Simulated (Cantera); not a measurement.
## Stirred combustor or abatement burner

A perfectly stirred reactor is fed with 15.7 % CO, 9.13 % H2, 2.99 % CH4, 11.5 % O2, 43.3 % N2, 17.3 % H2O, at 0.390 bar; it is adiabatic with a 575 K inlet, and is followed from long to short residence time, starting on the burning branch (τ in s: 0.045, 0.02, 0.0091, 0.0041, 0.0019, 0.00083, 0.00038, 0.00017, 7.6e-05, 3.4e-05, 1.6e-05).

Cantera simulation using GRI-Mech 3.0 (53 species, 325 reactions); the numbers are that mechanism's predictions, not measurements.

```json
[
 {"τ (s)": "0.045", "T (K)": "1969", "x CO": "0.0913", "x H2": "0.0543", "x CH4": "6.61e-6", "x HCN": "4.74e-7", "x CO2": "0.106"},
 {"τ (s)": "0.020", "T (K)": "1942", "x CO": "0.0910", "x H2": "0.0546", "x CH4": "9.46e-6", "x HCN": "4.94e-7", "x CO2": "0.106"},
 {"τ (s)": "0.0091", "T (K)": "1906", "x CO": "0.0907", "x H2": "0.0551", "x CH4": "1.45e-5", "x HCN": "4.70e-7", "x CO2": "0.105"},
 {"τ (s)": "0.0041", "T (K)": "1857", "x CO": "0.0905", "x H2": "0.0558", "x CH4": "2.44e-5", "x HCN": "4.24e-7", "x CO2": "0.105"},
 {"τ (s)": "0.0019", "T (K)": "1797", "x CO": "0.0905", "x H2": "0.0566", "x CH4": "4.38e-5", "x HCN": "3.77e-7", "x CO2": "0.104"},
 {"τ (s)": "0.00083", "T (K)": "1719", "x CO": "0.0916", "x H2": "0.0568", "x CH4": "9.16e-5", "x HCN": "3.37e-7", "x CO2": "0.101"},
 {"τ (s)": "0.00038", "T (K)": "1635", "x CO": "0.0959", "x H2": "0.0557", "x CH4": "0.000208", "x HCN": "3.06e-7", "x CO2": "0.0957"},
 {"τ (s)": "0.00017", "T (K)": "1534", "x CO": "0.110", "x H2": "0.0522", "x CH4": "0.000603", "x HCN": "2.69e-7", "x CO2": "0.0795"},
 {"τ (s)": "7.6e-5", "T (K)": "575", "x CO": "0.157", "x H2": "0.0913", "x CH4": "0.0299", "x HCN": "<1e-12", "x CO2": "<1e-12"},
 {"τ (s)": "3.4e-5", "T (K)": "575", "x CO": "0.157", "x H2": "0.0913", "x CH4": "0.0299", "x HCN": "<1e-12", "x CO2": "<1e-12"},
 {"τ (s)": "1.6e-5", "T (K)": "575", "x CO": "0.157", "x H2": "0.0913", "x CH4": "0.0299", "x HCN": "<1e-12", "x CO2": "<1e-12"}
]
```
x: mole fraction; the columns are a selection and need not sum to one.
